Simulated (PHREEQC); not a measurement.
NaCl is added in steps, without added water, to 1 kg of water holding 0.044 mol TMAH, 0.0028 mol H3BO3 and 0.0067 mol K2CO3, at 3.7 °C. Oxygen alone is held at its pressure in air (log pO2 = -0.68). The system is closed to CO2. Solids allowed: Halite, Nahcolite, Natron. Others were left out.

Base run: PHREEQC, ion-association model, wateq4f.dat. Each further column changes one thing. The table gives pH.

| NaCl added (mol) | base | diluted 100-fold with water | no solid may form |
|---|---|---|---|
| 0 | 13.30 | 11.40 | 13.30 |
| 0.00825 | 13.30 | 11.37 | 13.30 |
| 0.0165 | 13.30 | 11.35 | 13.30 |
| 0.02475 | 13.29 | 11.34 | 13.29 |
| 0.033 | 13.29 | 11.33 | 13.29 |
| 0.04125 | 13.29 | 11.33 | 13.29 |
| 0.0495 | 13.28 | 11.32 | 13.28 |
| 0.05775 | 13.28 | 11.31 | 13.28 |
| 0.066 | 13.28 | 11.31 | 13.28 |

(CH3)4N+ isn't in the database: it is added as a free cation with an ion size of 4 Å. Away from 25 °C the constants follow the database's enthalpies or fits; those with neither stay at their 25 °C values.
